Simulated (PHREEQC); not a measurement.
Make-up at 25 °C: 0.14 mol K3PO4 and 0.095 mol NH4Cl per kg of water. Closed to the air; pH follows from the charge balance.

Model: ion-association model, phreeqc.dat, run in PHREEQC.

The pH comes out as 11.02, the ionic strength is 0.632 mol/kgw and the activity of water comes out as 0.987. The specific conductance comes out as 33100 µS/cm. The density is 1.023 g/cm³ and the total alkalinity is 280 meq/kg.

```json
[
 {"species": "K+", "molality": "0.408", "activity": "0.256", "log γ": "-0.202"},
 {"species": "Cl-", "molality": "0.0950", "activity": "0.0603", "log γ": "-0.197"},
 {"species": "NH3", "molality": "0.0919", "activity": "0.106", "log γ": "0.063"},
 {"species": "HPO4-2", "molality": "0.0817", "activity": "0.0162", "log γ": "-0.703"},
 {"species": "PO4-3", "molality": "0.0464", "activity": "0.000762", "log γ": "-1.785"},
 {"species": "KHPO4-", "molality": "0.0119", "activity": "0.00807", "log γ": "-0.168"},
 {"species": "NH4+", "molality": "0.00314", "activity": "0.00178", "log γ": "-0.245"},
 {"species": "OH-", "molality": "0.00170", "activity": "0.00104", "log γ": "-0.212"},
 {"species": "H2PO4-", "molality": "3.67e-6", "activity": "2.49e-6", "log γ": "-0.168"}
]
```

No solid was allowed to form. Species that the database lacks are ignored.
